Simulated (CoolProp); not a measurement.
Vapour-liquid equilibrium of R152A (1) + isobutane (2) at 69.9 kPa; x and y are mole fractions of (1).

Computed with CoolProp (multi-fluid Helmholtz-energy mixture model, Outcalt 1996 and Bücker 2006; pair parameters Bell 2016).

| x | bubble temperature (°C) | y at the bubble point | dew temperature at overall composition x (°C) | liquid density (mol/L) |
|---|---|---|---|---|
| 0.05 | -26.0 | 0.232 | -21.9 | 10.63 |
| 0.15 | -31.7 | 0.455 | -24.1 | 11.05 |
| 0.25 | -34.4 | 0.552 | -26.4 | 11.45 |
| 0.35 | -35.7 | 0.602 | -28.9 | 11.86 |
| 0.45 | -36.3 | 0.630 | -31.6 | 12.29 |
| 0.55 | -36.5 | 0.649 | -34.4 | 12.77 |
| 0.65 | -36.6 | 0.666 | -36.5 | 13.30 |
| 0.75 | -36.6 | 0.690 | -35.9 | 13.89 |
| 0.85 | -36.1 | 0.739 | -34.5 | 14.53 |
| 0.95 | -34.3 | 0.864 | -32.9 | 15.22 |

y crosses x between x = 0.65 and 0.75: the model has an azeotrope there.

Pair parameters are fitted to limited data, so mixtures are less certain than the pure fluids.
